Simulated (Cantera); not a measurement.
## Ammonia decomposition in nitride growth gas

An isothermal, constant-pressure homogeneous reactor starts with 12.7 % NH3, 87.3 % N2, at 1700 K and 293 Torr.

Detailed kinetics in Cantera: the gas-phase N/H chemistry of the illustrative SiF4/NH3 mechanism in the Surface Chemkin manual (1991). Walls and surfaces, which speed up NH3 decomposition in real reactors, are not modelled.

| t (s) | x NH3 | x NH | x N2H4 | x N2 | x H |
|---|---|---|---|---|---|
| 0.000200 | 0.127 | 1.16e-9 | 6.11e-11 | 0.873 | 1.92e-8 |
| 0.000616 | 0.127 | 1.60e-8 | 5.88e-10 | 0.873 | 2.03e-8 |
| 0.00190 | 0.127 | 1.22e-7 | 5.30e-9 | 0.873 | 3.23e-8 |
| 0.00585 | 0.126 | 3.76e-7 | 2.52e-8 | 0.873 | 1.14e-7 |
| 0.0180 | 0.126 | 4.74e-7 | 2.99e-8 | 0.873 | 3.41e-7 |
| 0.0555 | 0.124 | 5.76e-7 | 2.70e-8 | 0.873 | 9.67e-7 |
| 0.171 | 0.119 | 7.33e-7 | 2.21e-8 | 0.871 | 2.71e-6 |
| 0.527 | 0.106 | 8.33e-7 | 1.60e-8 | 0.866 | 7.37e-6 |
| 1.62 | 0.0752 | 7.65e-7 | 8.86e-9 | 0.856 | 1.88e-5 |
| 5.00 | 0.0329 | 5.15e-7 | 2.44e-9 | 0.842 | 4.10e-5 |
x: mole fraction; the columns are a selection and need not sum to one.

Equilibrium at this temperature and pressure: NH3 8.86e-7, NH 4.43e-11, N2H4 <1e-12, N2 0.831, H 9.75e-5 (gas phase only).
